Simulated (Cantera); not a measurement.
A closed system holds: 1 mol SiCl4, 0.47 mol O3, at 100 Torr.

Cantera equilibrium calculation (NASA polynomials, part measured and part estimated; ideal gas, pure solids and liquids). Candidate condensed phases: Si, SiO2; 15 gas species. The tables hold silica as quartz up to 1696 K and as liquid above; real silica turns to tridymite and cristobalite and melts near 1996 K. Rates play no part.

Problem. Which condensed phases are stable at each of these points (T (K)): 500, 650, 800, 950, 1100, 1250, 1400, 1550, 1700, 1850, 2000?

Solution. 
```json
[
 {"T (K)": "500", "condensed phases": "SiO2(α-quartz)", "Si condensed (%)": "70.5"},
 {"T (K)": "650", "condensed phases": "SiO2(α-quartz)", "Si condensed (%)": "70.5"},
 {"T (K)": "800", "condensed phases": "SiO2(α-quartz)", "Si condensed (%)": "70.5"},
 {"T (K)": "950", "condensed phases": "SiO2(β-quartz)", "Si condensed (%)": "70.5"},
 {"T (K)": "1100", "condensed phases": "SiO2(β-quartz)", "Si condensed (%)": "70.5"},
 {"T (K)": "1250", "condensed phases": "SiO2(β-quartz)", "Si condensed (%)": "70.5"},
 {"T (K)": "1400", "condensed phases": "SiO2(β-quartz)", "Si condensed (%)": "70.5"},
 {"T (K)": "1550", "condensed phases": "SiO2(β-quartz)", "Si condensed (%)": "70.5"},
 {"T (K)": "1700", "condensed phases": "SiO2(condensed)", "Si condensed (%)": "70.5"},
 {"T (K)": "1850", "condensed phases": "SiO2(condensed)", "Si condensed (%)": "70.5"},
 {"T (K)": "2000", "condensed phases": "SiO2(l)", "Si condensed (%)": "70.5"}
]
```

From 500 K to 800 K the condensed part is SiO2(α-quartz). From 950 K to 1550 K the condensed part is SiO2(β-quartz). From 1700 K to 1850 K the condensed part is SiO2(condensed). At 2000 K the condensed part is SiO2(l).
